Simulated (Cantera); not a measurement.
# Gas-phase reforming

An isothermal, constant-pressure homogeneous reactor starts with 43.5 % CH4, 56.5 % H2O, at 1550 K and 101000 Pa.

Computed with Cantera and GRI-Mech 3.0 (53 species, 325 reactions).

```tsv
t (s)	x CH4	x H2O	x C2H	x HCO	x C2H6
8.00e-6	0.435	0.565	<1e-12	<1e-12	2.19e-8
2.23e-5	0.435	0.565	<1e-12	<1e-12	4.67e-7
6.23e-5	0.435	0.565	<1e-12	<1e-12	8.62e-6
0.000174	0.434	0.565	<1e-12	7.04e-12	8.83e-5
0.000486	0.433	0.565	<1e-12	5.11e-11	0.000384
0.00136	0.430	0.565	4.35e-12	2.97e-10	0.00108
0.00379	0.420	0.562	1.11e-10	1.02e-9	0.00189
0.0106	0.389	0.551	1.12e-9	1.12e-9	0.00153
0.0295	0.326	0.524	3.91e-9	7.69e-10	0.000810
0.0823	0.235	0.484	7.35e-9	5.29e-10	0.000335
0.230	0.137	0.435	1.06e-8	4.71e-10	0.000108
0.642	0.0754	0.377	1.18e-8	8.29e-10	3.85e-5
1.79	0.0591	0.304	8.91e-9	1.90e-9	2.53e-5
5.00	0.0512	0.220	4.92e-9	3.60e-9	1.74e-5
```
x: mole fraction; the columns are a selection and need not sum to one.

Equilibrium at this temperature and pressure: CH4 3.12e-6, H2O 0.0626, C2H <1e-12, HCO 8.02e-9, C2H6 <1e-12 (gas phase only).
